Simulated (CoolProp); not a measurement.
Vapour-liquid equilibrium of benzene (1) + ethylbenzene (2) at 348.2 K; x and y are mole fractions of (1).

Model: multi-fluid Helmholtz-energy mixture model, Thol 2012 and Zhou 2012; pair parameters Bell 2016, in CoolProp.

```
x     bubble pressure (kPa)  y at the bubble point  dew pressure at overall composition x (kPa)  liquid density (mol/L)
----  ---------------------  ---------------------  -------------------------------------------  ----------------------
0.05                  16.75                  0.213                                        14.43                   7.816
0.15                  22.83                  0.483                                        15.77                   8.046
0.25                  29.28                  0.645                                        17.38                   8.286
0.35                  36.11                  0.752                                        19.36                   8.538
0.45                  43.33                  0.827                                        21.86                   8.801
0.55                  50.87                  0.881                                        25.12                   9.076
0.65                  58.68                  0.922                                        29.55                   9.365
0.75                  66.67                  0.952                                        35.97                   9.667
0.85                  74.72                  0.975                                        46.24                   9.983
0.95                  82.68                  0.993                                        66.07                   10.31
```

No azeotrope shows between x = 0.05 and 0.95.

The pair parameters rest on a limited set of measurements; away from them the model extrapolates.
